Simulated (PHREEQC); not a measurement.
Solution (25 °C): 24 mmol/kgw CdCl2 and 1.6 mmol/kgw FeSO4. Closed to the air; pH follows from the charge balance.

Computed with PHREEQC (ion-association model, wateq4f.dat).

```
quantity                    before     after
------------------------  --------  --------
pH                            5.69      5.68
ionic strength (mol/kgw)    0.0461    0.0583
SO4-2 (mol/kgw)           0.000971  0.000974
HSO4- (mol/kgw)            1.11e-7   1.07e-7
```

Task: Name the change that produced these shifts.
(A) FeSO4 replaced by Al2(SO4)3 at the same molality
(B) CdCl2 from 0.024 to 0.012 mol/kgw
(C) 0.011 mol/kgw CdI2 added
(D) 0.0011 mol/kgw HBr added
(E) CdCl2 replaced by NaCl at the same molality

Result: C, 0.011 mol/kgw CdI2 added

No solid was allowed to form.
